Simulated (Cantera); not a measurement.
Feed: 1 mol CsCl, 1.9 mol HCl, 4.4 mol H2, held at 0.0100 bar.

These are equilibrium values from Cantera (NASA tables, ideal gas, pure condensed phases), not measurements of a reactor. Candidate condensed phases: Cs, CsCl; 9 gas species. The numbers say what is thermodynamically allowed, not how fast it happens.

x: gas mole fraction; nothing condenses.

```
T (°C)   x H2  x HCl  x CsCl      x H      x Cl
------  -----  -----  ------  -------  --------
1452    0.602  0.260   0.137  0.00144  0.000481
1502    0.601  0.259   0.137  0.00224  0.000744
1552    0.600  0.259   0.136  0.00341   0.00112
1602    0.599  0.258   0.136      ___       ___
1652    0.597  0.257   0.136  0.00739   0.00239
1702    0.595  0.256   0.135   0.0106   0.00339
1752    0.591  0.254   0.135   0.0148   0.00471
1802    0.587  0.251   0.134      ___       ___
1852    0.581  0.248   0.133   0.0277   0.00867
```

Problem. Some entries are withheld; supply them.

Solution. 
- 1602, x H: 0.00507
- 1602, x Cl: 0.00165
- 1802, x H: 0.0204
- 1802, x Cl: 0.00645
